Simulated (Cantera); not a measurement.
A perfectly stirred reactor is fed with CH4 : O2 : N2 = 0.016 : 0.044 : 1 (molar parts), equivalence ratio 0.73, at 750 Torr; it is held at 1248 K, and followed from long to short residence time.

Detailed kinetics in Cantera: GRI-Mech 3.0 (53 species, 325 reactions). The temperature is held fixed by assumption; the heat of reaction is taken as removed at once.

Q: Predict: x(CH4) at τ = 3.10 s; x(O2) at τ = 3.10 s; x(NO) at τ = 3.10 s; x(H) at τ = 3.10 s; x(HCN) at τ = 3.10 s; x(CH4) at τ = 0.100 s; x(O2) at τ = 0.100 s; x(NO) at τ = 0.100 s; x(H) at τ = 0.100 s; x(HCN) at τ = 0.100 s.

A: 
| Property | Value |
|---|---|
| x(CH4) at τ = 3.10 s | 6.68e-6 |
| x(O2) at τ = 3.10 s | 0.0114 |
| x(NO) at τ = 3.10 s | 4.86e-7 |
| x(H) at τ = 3.10 s | 6.94e-7 |
| x(HCN) at τ = 3.10 s | 1.05e-9 |
| x(CH4) at τ = 0.100 s | 6.36e-5 |
| x(O2) at τ = 0.100 s | 0.0118 |
| x(NO) at τ = 0.100 s | 3.41e-7 |
| x(H) at τ = 0.100 s | 1.77e-5 |
| x(HCN) at τ = 0.100 s | 6.22e-9 |
